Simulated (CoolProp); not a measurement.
Values from CoolProp's reference Helmholtz-energy equation of state, Marx 1992.

**Question.** For R113, give the phase and the cv (kJ/(kg K)), speed of sound (m/s) at 226.85 °C and 0.00536 MPa; 226.85 °C and 0.0536 MPa; 226.85 °C and 0.17 MPa.

**Answer.** 
- 226.85 °C and 0.00536 MPa: gas; cv 0.761, speed of sound 153
- 226.85 °C and 0.0536 MPa: gas; cv 0.762, speed of sound 153
- 226.85 °C and 0.17 MPa: gas; cv 0.763, speed of sound 151
